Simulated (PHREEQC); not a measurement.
Make-up at 20 °C: 35 mmol/kgw HF, 0.086 mmol/kgw (NH4)2SiF6, 0.44 mmol/kgw HBF4 and 0.69 mmol/kgw H2SO4. Closed to the air; pH follows from the charge balance.

Model: ion-association model, phreeqc.dat, run in PHREEQC.

```
quantity                    before     after
------------------------  --------  --------
pH                            2.24      2.24
ionic strength (mol/kgw)   0.00698    0.0495
HF (mol/kgw)                0.0300    0.0294
F- (mol/kgw)               0.00415   0.00458
SO4-2 (mol/kgw)           0.000496  0.000511
HF2- (mol/kgw)            0.000457  0.000495
SI of Quartz (SiO2)          -7.06     -5.00
```

Problem. What was changed between the two runs?
(A) temperature from 20 to 5 °C
(B) HBF4 from 0.00044 to 0.00022 mol/kgw
(C) 0.014 mol/kgw Na2SiF6 added
(D) HF replaced by NaF at the same molality
(E) 0.022 mol/kgw LiOH added

Solution. C, 0.014 mol/kgw Na2SiF6 added

This is a speciation only: nothing precipitates in the calculation. SiF6-2 is the database's only silicon fluoride. Real BF4- forms and hydrolyses slowly; the run takes it at equilibrium.
